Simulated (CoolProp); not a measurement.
Vapour-liquid equilibrium of ethanol (1) + hexamethyldisiloxane (MM) (2) at 153.25 °C; x and y are mole fractions of (1).

Values from CoolProp's multi-fluid Helmholtz-energy mixture model, Schroeder 2014 and Thol 2016; pair parameters Bell 2016.

| x | bubble pressure, mixture model (MPa) | bubble pressure, Raoult's law (MPa) | y, mixture model | y, Raoult's law |
|---|---|---|---|---|
| 0.05 | 0.4738 | 0.4104 | 0.211 | 0.130 |
| 0.125 | 0.5907 | 0.4622 | 0.382 | 0.288 |
| 0.2 | 0.6805 | 0.5140 | 0.482 | 0.415 |
| 0.275 | 0.7509 | 0.5658 | 0.550 | 0.518 |
| 0.35 | 0.8078 | 0.6175 | 0.602 | 0.604 |
| 0.425 | 0.8552 | 0.6693 | 0.645 | 0.677 |
| 0.5 | 0.8958 | 0.7211 | 0.684 | 0.739 |
| 0.575 | 0.9314 | 0.7729 | 0.722 | 0.793 |
| 0.65 | 0.9631 | 0.8246 | 0.761 | 0.840 |
| 0.725 | 0.9914 | 0.8764 | 0.803 | 0.882 |
| 0.8 | 1.016 | 0.9282 | 0.849 | 0.919 |
| 0.875 | 1.038 | 0.9800 | 0.900 | 0.952 |
| 0.95 | 1.056 | 1.032 | 0.958 | 0.982 |

The largest gap from Raoult's law is +32.7 % in bubble pressure, at x = 0.275. No azeotrope shows between x = 0.05 and 0.95.

Pair parameters are fitted to limited data, so mixtures are less certain than the pure fluids.
